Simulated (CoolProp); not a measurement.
Vapour-liquid equilibrium of n-hexane (1) + p-xylene (2) at 117.65 °C; x and y are mole fractions of (1).

Computed with CoolProp (multi-fluid Helmholtz-energy mixture model, Thol 2019 and Zhou 2012; pair parameters Bell 2016).

```json
[
 {"x": "0.05", "bubble pressure (kPa)": "76.19", "y at the bubble point": "0.289", "dew pressure at overall composition x (kPa)": "58.99", "liquid density (mol/L)": "7.252"},
 {"x": "0.125", "bubble pressure (kPa)": "104.5", "y at the bubble point": "0.514", "dew pressure at overall composition x (kPa)": "63.50", "liquid density (mol/L)": "7.205"},
 {"x": "0.2", "bubble pressure (kPa)": "131.2", "y at the bubble point": "0.639", "dew pressure at overall composition x (kPa)": "68.73", "liquid density (mol/L)": "7.157"},
 {"x": "0.275", "bubble pressure (kPa)": "156.6", "y at the bubble point": "0.719", "dew pressure at overall composition x (kPa)": "[?]", "liquid density (mol/L)": "7.106"},
 {"x": "0.35", "bubble pressure (kPa)": "180.8", "y at the bubble point": "0.776", "dew pressure at overall composition x (kPa)": "82.24", "liquid density (mol/L)": "7.054"},
 {"x": "0.425", "bubble pressure (kPa)": "204.2", "y at the bubble point": "0.820", "dew pressure at overall composition x (kPa)": "[?]", "liquid density (mol/L)": "7.000"},
 {"x": "0.5", "bubble pressure (kPa)": "226.8", "y at the bubble point": "[?]", "dew pressure at overall composition x (kPa)": "[?]", "liquid density (mol/L)": "6.944"},
 {"x": "0.575", "bubble pressure (kPa)": "249.1", "y at the bubble point": "[?]", "dew pressure at overall composition x (kPa)": "116.1", "liquid density (mol/L)": "6.886"},
 {"x": "0.65", "bubble pressure (kPa)": "271.1", "y at the bubble point": "0.908", "dew pressure at overall composition x (kPa)": "134.3", "liquid density (mol/L)": "6.826"},
 {"x": "0.725", "bubble pressure (kPa)": "293.2", "y at the bubble point": "0.930", "dew pressure at overall composition x (kPa)": "158.8", "liquid density (mol/L)": "[?]"},
 {"x": "0.8", "bubble pressure (kPa)": "315.6", "y at the bubble point": "0.950", "dew pressure at overall composition x (kPa)": "193.0", "liquid density (mol/L)": "6.698"},
 {"x": "0.875", "bubble pressure (kPa)": "338.6", "y at the bubble point": "[?]", "dew pressure at overall composition x (kPa)": "242.7", "liquid density (mol/L)": "6.630"},
 {"x": "0.95", "bubble pressure (kPa)": "362.4", "y at the bubble point": "0.988", "dew pressure at overall composition x (kPa)": "315.2", "liquid density (mol/L)": "6.560"}
]
```

### Question
Complete the blanks.

### Answer

- 0.275, dew pressure at overall composition x (kPa): 74.89
- 0.425, dew pressure at overall composition x (kPa): 91.15
- 0.5, y at the bubble point: 0.854
- 0.5, dew pressure at overall composition x (kPa): 102.2
- 0.575, y at the bubble point: 0.883
- 0.725, liquid density (mol/L): 6.763
- 0.875, y at the bubble point: 0.970

No azeotrope shows between x = 0.05 and 0.95.

The pair parameters rest on a limited set of measurements; away from them the model extrapolates.
